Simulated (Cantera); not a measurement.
A closed system holds: 1 mol Ta(OEt)₅, 0.18 mol CH₄, 6.7 mol H₂, held at 2400 K and 2.00e-6 bar.

Equilibrium computed with Cantera from the NASA thermochemical tables; the gas is ideal and each condensed phase is pure. Candidate condensed phases: C, C₆H₆, C₇H₈, C₈H₁₈, H₂O, Ta, TaC, Ta₂O₅; 113 gas species. The feed counts by its element totals alone. TaC: taken at fixed stoichiometry. Condensed phases not in the tables: Ta₂C. Kinetics and transport are ignored.

Base state: H 0.843, CO 0.109, C₃ 0.0233, C 0.0155, H₂ 0.00562, C₂ 0.00270, C₂H 0.000206, C₅ 2.68e-5 (mole fractions); condensed: TaC(s).

Question: What changes in the equilibrium state with this change: pressure from 2.00e-6 bar to 1.00 bar?

Answer: 
| species | before | after |
|---|---|---|
| H₂ | 0.00562 | 0.778 |
| CO | 0.109 | 0.202 |
| H | 0.843 | 0.0140 |
| C | 0.0155 | 3.97e-8 |
| C₃ | 0.0233 | 9.81e-8 |
| C₂ | 0.00270 | 8.87e-9 |
| CH₄ | <1e-9 | 0.000108 |
| CH₃ | <1e-9 | 3.57e-5 |
| C₅ | 2.68e-5 | <1e-9 |
| TaC(s), mol | 1.000 | 1.00 |
| C(graphite), mol | 0 | 3.91 |
